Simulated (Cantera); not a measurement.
Cantera with NASA thermochemical tables; ideal gases at 1 bar, condensed phases pure. Values are per mole of reaction as written; species without (g) are pure solids or liquids, kept so even where they would boil at 1 bar.

2 HI(g) + Pb(g) ⇌ H2(g) + PbI2(g)

```
T (K)    ΔH° (kJ)   ΔS° (J/K)    ΔG° (kJ)     log10 K
-----  ----------  ----------  ----------  ----------
623        -248.8       -93.0      -190.8       16.00
673        -248.5       -92.6      -186.2       14.45
723    (withheld)  (withheld)  (withheld)  (withheld)
773        -248.1       -92.0      -177.0       11.96
823        -247.9       -91.8      -172.4       10.94
873        -247.8       -91.6      -167.8       10.04
923        -247.7       -91.5      -163.2        9.24
973    (withheld)  (withheld)  (withheld)  (withheld)
```

Problem. Complete the blanks.

Solution. 
- 723, ΔH° (kJ): -248.3
- 723, ΔS° (J/K): -92.3
- 723, ΔG° (kJ): -181.6
- 723, log10 K: 13.12
- 973, ΔH° (kJ): -247.6
- 973, ΔS° (J/K): -91.4
- 973, ΔG° (kJ): -158.6
- 973, log10 K: 8.52
